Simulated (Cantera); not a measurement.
# Fe₂O₃ + H₂ (hydrogen reduction and annealing atmospheres)

A closed system holds: 1 mol Fe₂O₃, 1.3 mol H₂, equilibrated at 23.0 Pa.

These are equilibrium values from Cantera (NASA tables, ideal gas, pure condensed phases), not measurements of a reactor. Candidate condensed phases: Fe, FeO, Fe(OH)₂, Fe(OH)₃, Fe₂O₃, Fe₃O₄, H₂O; 12 gas species. The tables' stoichiometric FeO is somewhat more stable than real wüstite, so its field is too wide. FeO: taken at fixed stoichiometry. Equilibrium is a limit: real reactors are often held back by kinetics, nucleation or transport.

From 1350 K to 1600 K the condensed part is FeO(s). From 1650 K to 1700 K the condensed part is FeO(l). The main Fe-bearing gas is Fe(OH)₂ at 1350 K and Fe at 1700 K.

| T (K) | log p H₂O | log p H₂ | log p H | log p Fe | log p OH | log p FeO | log p Fe(OH)₂ | log p O₂ | n FeO(s) | n FeO(l) |
|---|---|---|---|---|---|---|---|---|---|---|
| 1350 | -3.75 | -4.28 | -7.76 | -9.34 | -9.03 | -11.53 | -9.25 | -12.33 | 2.00 | 0 |
| 1400 | -3.75 | -4.28 | -7.45 | -8.76 | -8.63 | -10.84 | -9.01 | -11.64 | 2.00 | 0 |
| 1450 | -3.75 | -4.28 | -7.16 | -8.23 | -8.26 | -10.20 | -8.78 | -11.00 | 2.00 | 0 |
| 1500 | -3.75 | -4.28 | -6.89 | -7.73 | -7.91 | -9.60 | -8.56 | -10.40 | 2.00 | 0 |
| 1550 | -3.75 | -4.28 | -6.64 | -7.26 | -7.59 | -9.04 | -8.36 | -9.84 | 2.00 | 0 |
| 1600 | -3.75 | -4.28 | -6.40 | -6.82 | -7.29 | -8.52 | -8.17 | -9.31 | 2.00 | 0 |
| 1650 | -3.75 | -4.28 | -6.18 | -6.42 | -7.00 | -8.04 | -8.00 | -8.80 | 0 | 2.00 |
| 1700 | -3.75 | -4.29 | -5.98 | -6.07 | -6.73 | -7.60 | -7.85 | -8.32 | 0 | 1.99 |
log p: log10 of the partial pressure in bar; n: condensed amount in mol.
